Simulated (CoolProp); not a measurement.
A closed Brayton cycle with carbon dioxide: compressor inlet 313.15 K and 8.6 MPa, high pressure 16.8 MPa, turbine inlet 625 K, compressor efficiency 0.8, turbine efficiency 0.9, recuperator effectiveness 0.8 (on enthalpy, no pinch check). Each further row changes one setting.

Model: reference Helmholtz-energy equation of state, Span 1996, in CoolProp.

```tsv
case	thermal efficiency (%)	net work (kJ/kg)	compressor to turbine work	compressor exit (K)	turbine exit (K)
as stated	20.7	42.3	0.35	352.7	555.6
turbine inlet 575 K	19.0	35.6	0.39	352.7	508.3
compressor inlet 323.15 K	19.3	33.3	0.49	376.7	555.6
high pressure 14.3 MPa	18.2	33.9	0.33	343.1	572.2
recuperator effectiveness 0.5	15.2	42.3	0.35	352.7	555.6
```
